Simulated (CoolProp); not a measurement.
Carbon dioxide along the isotherm 657.7 K: Z from the reference equation and from simpler models built on Tc = 304.1 K, pc = 7377 kPa, ω = 0.224; each cubic takes its own stable root.

The numbers come from the reference Helmholtz-energy equation of state, Span 1996 in CoolProp.

```
p (kPa)          phase  reference
-------  -------------  ---------
6150               gas     0.9953
12300    supercritical     0.9950
18400    supercritical     0.9992
24600    supercritical      1.008
30700    supercritical      1.021
36900    supercritical      1.039
43000    supercritical      1.060
49200    supercritical      1.085
55300    supercritical      1.112
61500    supercritical      1.142
67600    supercritical      1.172
73800    supercritical      1.205
```

Question: How far does each simpler model (Soave-Redlich-Kwong, Peng-Robinson) lie from the reference over these 12 states: mean and median of the absolute difference, and the worst?

Answer: 
- Soave-Redlich-Kwong: mean 4.2 %, median 4.8 %, worst +5.3 % at 657.7 K and 49200 kPa
- Peng-Robinson: mean 0.6 %, median 0.7 %, worst -1.2 % at 657.7 K and 73800 kPa
